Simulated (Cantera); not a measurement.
## Fluorocarbon and chlorocarbon gases: CF4 + CH4

Feed: 1 mol CF4, 0.008 mol CH4, held at 1700 K.

These are equilibrium values from Cantera (NASA tables, ideal gas, pure condensed phases), not measurements of a reactor. Candidate condensed phases: C, C6H6, C7H8, C8H18; 95 gas species. Gases not in the tables: C2F6 and larger saturated fluorocarbons. Rates play no part.

```tsv
P (Pa)	x CF4	x F	x CF2	x HF	n C(graphite)
1	0.633	0.211	0.128	0.0243	0
10	0.879	0.0405	0.0486	0.0295	0
100	0.943	0.00685	0.0182	0.0308	0.00797
1000	0.961	0.00122	0.00580	0.0311	0.0131
10000	0.966	0.000218	0.00184	0.0312	0.0150
100000	0.968	3.88e-5	0.000582	0.0312	0.0156
```
x: gas mole fraction; n: condensed amount in mol.

From 0.00750 Torr to 0.0750 Torr nothing is condensed. From 0.750 Torr to 750 Torr the condensed part is C(graphite). The main C-bearing gas is CF4 throughout.
